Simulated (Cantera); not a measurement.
A closed system holds: 1 mol Si, 0.0025 mol O2, 160 mol H2, equilibrated at 548 Torr.

Cantera equilibrium calculation (NASA polynomials, part measured and part estimated; ideal gas, pure solids and liquids). Candidate condensed phases: H2O, Si, SiO2; 18 gas species. Mutual solubility and eutectic melting of coexisting phases are not modelled. The tables hold silica as quartz up to 1696 K and as liquid above; real silica turns to tridymite and cristobalite and melts near 1996 K. Gases not in the tables: Si2H6 and higher silanes. Rates play no part.

### Question
Which condensed phases are stable at each of these points (T (K)): 698, 798, 898, 998, 1098, 1198, 1298, 1398, 1498, 1598, 1698, 1798, 1898, 1998?

### Answer
```json
[
 {"T (K)": "698", "condensed phases": "Si(s) + SiO2(α-quartz)", "Si condensed (%)": "100.0"},
 {"T (K)": "798", "condensed phases": "Si(s) + SiO2(α-quartz)", "Si condensed (%)": "100.0"},
 {"T (K)": "898", "condensed phases": "Si(s) + SiO2(β-quartz)", "Si condensed (%)": "100.0"},
 {"T (K)": "998", "condensed phases": "Si(s) + SiO2(β-quartz)", "Si condensed (%)": "100.0"},
 {"T (K)": "1098", "condensed phases": "Si(s) + SiO2(β-quartz)", "Si condensed (%)": "100.0"},
 {"T (K)": "1198", "condensed phases": "Si(s) + SiO2(β-quartz)", "Si condensed (%)": "100.0"},
 {"T (K)": "1298", "condensed phases": "Si(s) + SiO2(β-quartz)", "Si condensed (%)": "99.8"},
 {"T (K)": "1398", "condensed phases": "Si(s)", "Si condensed (%)": "99.5"},
 {"T (K)": "1498", "condensed phases": "Si(s)", "Si condensed (%)": "99.5"},
 {"T (K)": "1598", "condensed phases": "Si(s)", "Si condensed (%)": "99.4"},
 {"T (K)": "1698", "condensed phases": "Si(l)", "Si condensed (%)": "99.2"},
 {"T (K)": "1798", "condensed phases": "Si(l)", "Si condensed (%)": "98.9"},
 {"T (K)": "1898", "condensed phases": "Si(l)", "Si condensed (%)": "98.1"},
 {"T (K)": "1998", "condensed phases": "Si(l)", "Si condensed (%)": "96.3"}
]
```

From 698 K to 798 K the condensed part is Si(s) + SiO2(α-quartz). From 898 K to 1298 K the condensed part is Si(s) + SiO2(β-quartz). From 1398 K to 1598 K the condensed part is Si(s). From 1698 K to 1998 K the condensed part is Si(l).
